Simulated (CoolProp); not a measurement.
The fluid at 335.16 K and 0.105 MPa flows at 0.43 m/s in a round tube of 10 mm bore and 15 µm roughness, fully developed (64/Re and Nu = 3.66 if laminar; Colebrook and Gnielinski if turbulent). The same conditions are run with several fluids, on thermodynamics alone (safety and materials aside).

Computed with CoolProp (reference Helmholtz-energy equation of state of each fluid (n-pentane: Thol 2019; CF4 (R14): Platzer 1990; R11: Jacobsen 1992; C2F6 (R116): Lemmon 2006)). The equations of Platzer and Polt are older, rougher fits.

```
fluid        Reynolds number  Darcy friction factor  pressure drop (Pa/m)  heat-transfer coefficient (W/(m² K))  mass flow (kg/h)
-----------  ---------------  ---------------------  --------------------  ------------------------------------  ----------------
n-pentane               1610                 0.0398                  1.04                                  6.70               [?]
CF4 (R14)                750                    [?]                   [?]                                   [?]               [?]
R11                     1990                    [?]                  1.58                                  3.65               [?]
C2F6 (R116)             1420                 0.0449                  2.17                                  6.47             0.637
```

Question: What belongs in the gaps?

Answer: 
- n-pentane, mass flow (kg/h): 0.342
- CF4 (R14), Darcy friction factor: 0.0853
- CF4 (R14), pressure drop (Pa/m): 2.62
- CF4 (R14), heat-transfer coefficient (W/(m² K)): 6.96
- CF4 (R14), mass flow (kg/h): 0.404
- R11, Darcy friction factor: 0.0322
- R11, mass flow (kg/h): 0.645

Transport values come from each fluid's own correlations; those of n-pentane, CF4 (R14), R11, C2F6 (R116) are estimates that may be off by 10 % or more.
